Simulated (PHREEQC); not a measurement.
# Alkaline etch or developer (model solution)

Consider water at 25 °C with 150 mmol/kgw TMAH and 0.22 mmol/kgw H3BO3. Closed to the air; pH follows from the charge balance.

Equilibrium calculation in PHREEQC: ion-association model, phreeqc.dat.

- pH = 13.04
- ionic strength = 0.150 mol/kgw
- total alkalinity = 150 meq/kg

```csv
species,molality,activity,log γ
(CH3)4N+,0.150,0.111,-0.131
OH-,0.150,0.109,-0.137
H2BO3-,0.000220,0.000167,-0.119
H3BO3,2.58e-8,2.67e-8,0.015
```

No solid was allowed to form. (CH3)4N+ isn't in the database: it is added as a free cation with an ion size of 4 Å.
